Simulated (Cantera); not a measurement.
Charge: 1 mol PbO, 2.6 mol H2, 15 mol N2, held at 1498.15 K and 150000 Pa.

Equilibrium computed with Cantera from the NASA thermochemical tables; the gas is ideal and each condensed phase is pure. Rates play no part.

| species | before | after |
|---|---|---|
| N2 | 0.839 | 0.852 |
| H2 | 0.0894 | 0.0909 |
| H2O | 0.0559 | 0.0568 |
| Pb | 0.0161 | 7.79e-5 |
| NH3 | 2.29e-6 | 1.22e-5 |
| Pb(l), mol | 0.712 | 0.999 |
Gas species are given as mole fractions.

What was changed between the two runs?
(A) pressure from 150000 Pa to 69000 Pa
(B) H2 from 2.6 to 0.52 mol
(C) H2 from 2.6 to 0.077 mol
(D) temperature from 1498.15 K to 1098 K

D, temperature from 1498.15 K to 1098 K
